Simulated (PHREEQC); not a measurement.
A solution holds 26 mmol/kgw CdSO4, 190 mmol/kgw NaCl and 5.3 mmol/kgw FeSO4, at 25 °C. Closed to the air; pH follows from the charge balance.

Computed with PHREEQC (ion-association model, phreeqc.dat).

```csv
quantity,before,after
pH,5.81,5.79
ionic strength (mol/kgw),0.244,0.296
Cl- (mol/kgw),0.163,0.164
SO4-2 (mol/kgw),0.0221,0.0335
CdCl+ (mol/kgw),0.0150,0.0144
CdCl2 (mol/kgw),0.00500,0.00464
SI of Cd(OH)2 (Cd(OH)2),-5.03,-5.08
```

### Question
Name the change that produced these shifts.
(A) NaCl replaced by CuCl2 at the same molality
(B) FeSO4 replaced by CaSO4 at the same molality
(C) NaCl from 0.19 to 0.171 mol/kgw
(D) FeSO4 from 0.0053 to 0.0265 mol/kgw
(E) FeSO4 left out

### Answer
D, FeSO4 from 0.0053 to 0.0265 mol/kgw

No solid was allowed to form.
